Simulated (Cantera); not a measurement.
Input (Python, Cantera):

```python
import numpy as np
import cantera as ct

gas = ct.Solution("h2o2.yaml")
gas.TPX = 1075, 2666, {'H2': 0.17, 'O2': 1}
inlet = ct.Reservoir(gas, clone=True)

reactor = ct.IdealGasConstPressureReactor(gas, energy="off", clone=False)
exhaust = ct.Reservoir(gas, clone=True)
tau = [19, 6.2, 2, 0.63, 0.2, 0.064, 0.021, 0.0066, 0.0021][0]
for a, b in ((inlet, reactor), (reactor, exhaust)):
    ct.MassFlowController(a, b, mdot=lambda t: reactor.mass / tau)
net = ct.ReactorNet([reactor])
show = ['H2', 'O2', 'H', 'H2O2', 'OH', 'HO2']

rows = []
print(f"{'tau/s':>10s}{'T/K':>9s}" + "".join(f"{s:>11s}" for s in show))
for tau in [19, 6.2, 2, 0.63, 0.2, 0.064, 0.021, 0.0066, 0.0021]:
    net.initial_time = 0.0
    net.advance(30 * tau)
    before = gas.X
    net.advance(40 * tau)
    drift = np.max(np.abs(gas.X - before) / (gas.X + 1e-9))
    rows.append([gas.T, *gas[show].X, drift])
    print(f"{tau:10.3e}{gas.T:9.1f}" + "".join(f"{x:11.3e}" for x in gas[show].X))
```

Result:

```
     tau/s      T/K         H2         O2          H       H2O2         OH        HO2
 1.900e+01   1075.0  7.788e-05  8.431e-01  4.573e-06  2.123e-07  2.345e-04  1.885e-06
 6.200e+00   1075.0  1.596e-04  8.429e-01  1.405e-05  2.937e-07  3.413e-04  3.293e-06
 2.000e+00   1075.0  3.249e-04  8.426e-01  4.357e-05  3.913e-07  5.016e-04  5.425e-06
 6.300e-01   1075.0  6.588e-04  8.420e-01  1.378e-04  5.020e-07  7.506e-04  8.386e-06
 2.000e-01   1075.0  1.303e-03  8.407e-01  4.295e-04  6.165e-07  1.135e-03  1.195e-05
 6.400e-02   1075.0  2.523e-03  8.382e-01  1.309e-03  7.276e-07  1.732e-03  1.569e-05
 2.100e-02   1075.0  4.768e-03  8.335e-01  3.767e-03  8.211e-07  2.627e-03  1.891e-05
 6.600e-03   1075.0  9.198e-03  8.246e-01  1.039e-02  8.804e-07  3.964e-03  2.092e-05
 2.100e-03   1075.0  1.771e-02  8.124e-01  2.318e-02  8.984e-07  5.572e-03  2.086e-05
```

Computed with Cantera and the H2/O2 subset of GRI-Mech 3.0, which has no nitrogen chemistry. Radical loss at walls, strong at low pressure, is not modelled. The temperature is held fixed by assumption; the heat of reaction is taken as removed at once.
